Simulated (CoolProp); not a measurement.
Vapour pressure (MPa) of carbonyl sulfide: the reference equation beside estimates from Tc = 105.6 °C, pc = 6.369 MPa, ω = 0.098.

Computed with CoolProp (reference Helmholtz-energy equation of state, Lemmon 2006). It is a short technical equation, of lower accuracy than the large ones.

| T (°C) | reference | Redlich-Kwong | Peng-Robinson |
|---|---|---|---|
| -1.25 | ? | 0.6863 | ? |
| 7.25 | ? | 0.8778 | 0.8013 |
| 15.75 | 1.011 | 1.104 | 1.011 |
| 24.15 | 1.255 | 1.366 | 1.255 |
| 32.65 | ? | 1.671 | 1.543 |
| 41.05 | 1.869 | 2.016 | 1.873 |
| 49.55 | ? | 2.411 | 2.257 |
| 58.05 | 2.682 | ? | 2.695 |
| 66.45 | 3.167 | 3.346 | 3.186 |
| 74.95 | ? | 3.896 | 3.745 |

Question: Some entries are withheld; supply them.

Answer: 
- -1.25, reference: 0.6265
- -1.25, Peng-Robinson: 0.6261
- 7.25, reference: 0.8020
- 32.65, reference: 1.542
- 49.55, reference: 2.249
- 58.05, Redlich-Kwong: 2.855
- 74.95, reference: 3.720

Absolute difference from the reference over all 10 rows, mean and median: Redlich-Kwong 7.7 and 8.1 %, Peng-Robinson 0.3 and 0.2 %.
